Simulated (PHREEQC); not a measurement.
A solution holds 1.4 mmol/kgw H2S, 13 mmol/kgw HCl and 2 mmol/kgw ZnCl2, at 90 °C. Closed to the air; pH follows from the charge balance.

Equilibrium calculation in PHREEQC: ion-association model, wateq4f.dat.

Precipitation was switched off in this run.

### Question
Order these Zn species by the share of Zn that they hold, largest first: ZnCl+, Zn(HS)2, ZnCl2, Zn+2.

### Answer
Zn+2 (67 %), ZnCl+ (18 %), Zn(HS)2 (14 %), ZnCl2 (0.28 %)

The pH is 1.92 and the ionic strength 0.0180 mol/kgw. Saturation is exceeded, for instance for Sphalerite (slow to form); the values hold only as long as no solid forms. Constants without temperature data keep their 25 °C values here. The polysulfide entries of wateq4f.dat were taken out for this run.
